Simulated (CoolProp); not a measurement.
Vapour-liquid equilibrium of C3F8 (R218) (1) + c-C4F8 (RC318) (2) at 271.9 K; x and y are mole fractions of (1).

The numbers come from the multi-fluid Helmholtz-energy mixture model, Lemmon 2006 and Platzer 1990; pair parameters Bell 2016 in CoolProp. This equation is an older, rougher fit; its heat capacities, sound speeds and derivatives of the liquid may be far off and weren't checked against measurements.

```
x     bubble pressure (bar)  y at the bubble point  dew pressure at overall composition x (bar)  liquid density (mol/L)
----  ---------------------  ---------------------  -------------------------------------------  ----------------------
0.05                  1.265                  0.079                                        1.250                   8.004
0.2                   1.460                  0.341                                        1.341                   8.032
0.35                  1.781                  0.578                                        1.469                   8.039
0.5                   2.211                  0.752                                        1.652                   8.024
0.65                  2.715                  0.867                                        1.927                   7.984
0.8                   3.253                  0.940                                        2.388                   7.915
0.95                  3.798                  0.988                                        3.352                   7.812
```

No azeotrope shows between x = 0.05 and 0.95.

Pair parameters are fitted to limited data, so mixtures are less certain than the pure fluids.
